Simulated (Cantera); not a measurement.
A perfectly stirred reactor is fed with H₂ : O₂ = 0.02 : 1 (molar parts), equivalence ratio 0.010, at 0.0133 bar; it is held at 1300 K, and followed from long to short residence time.

Cantera simulation using GRI-Mech 3.0 (53 species, 325 reactions); the numbers are that mechanism's predictions, not measurements. Radical loss at walls, strong at low pressure, is not modelled.

```tsv
quantity	before	after
x(H₂) at τ = 0.620 s	8.14e-5	0.000247
x(O₂) at τ = 0.620 s	0.975	0.964
x(OH) at τ = 0.620 s	0.00112	0.00202
x(H₂O) at τ = 0.620 s	0.0190	0.0178
x(HO₂) at τ = 0.620 s	6.57e-7	1.54e-7
x(H₂) at τ = 32.0 ms	0.000429	0.00188
x(O₂) at τ = 32.0 ms	0.966	0.964
x(OH) at τ = 32.0 ms	0.00204	0.00294
x(H₂O) at τ = 32.0 ms	0.0177	0.0154
x(HO₂) at τ = 32.0 ms	1.13e-6	1.93e-7
```

Q: What was changed between the two runs?
(A) pressure from 0.0133 bar to 0.00180 bar
(B) O2 1 to 0.31 parts
(C) temperature 1300 to 1175 K
(D) temperature 1300 to 1173 K

A: A, pressure from 0.0133 bar to 0.00180 bar
